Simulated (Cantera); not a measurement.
# Equilibrium for hydrogen reduction and annealing atmospheres: Fe₂O₃ + H₂ + H₂O

A closed system holds: 1 mol Fe₂O₃, 62 mol H₂, 0.36 mol H₂O, held at 1400 Pa.

These are equilibrium values from Cantera (NASA tables, ideal gas, pure condensed phases), not measurements of a reactor. Candidate condensed phases: Fe, FeO, Fe(OH)₂, Fe(OH)₃, Fe₂O₃, Fe₃O₄, H₂O; 12 gas species. Kinetics and transport are ignored.

```csv
T (°C),x H₂,x H₂O,x H,x Fe,x OH,n Fe(γ),n Fe(δ),n Fe(l)
1027,0.946,0.0539,9.09e-6,7.80e-8,6.76e-9,2.00,0,0
1077,0.946,0.0539,1.96e-5,3.07e-7,1.81e-8,2.00,0,0
1127,0.946,0.0539,4.00e-5,1.09e-6,4.53e-8,2.00,0,0
1177,0.946,0.0539,7.77e-5,3.56e-6,1.06e-7,2.00,0,0
1227,0.946,0.0539,0.000145,1.07e-5,2.35e-7,2.00,0,0
1277,0.946,0.0539,0.000259,2.99e-5,4.96e-7,2.00,0,0
1327,0.946,0.0539,0.000447,7.83e-5,9.97e-7,2.00,0,0
1377,0.945,0.0538,0.000746,0.000193,1.92e-6,1.99,0,0
1427,0.945,0.0538,0.00121,0.000449,3.56e-6,0,1.97,0
1477,0.943,0.0538,0.00191,0.000995,6.38e-6,0,1.94,0
1527,0.941,0.0537,0.00294,0.00210,1.11e-5,0,1.87,0
1577,0.938,0.0535,0.00441,0.00418,1.86e-5,0,0,1.74
```
x: gas mole fraction; n: condensed amount in mol.

From 1027 °C to 1377 °C the condensed part is Fe(γ). From 1427 °C to 1527 °C the condensed part is Fe(δ). At 1577 °C the condensed part is Fe(l). The main Fe-bearing gas is Fe throughout.
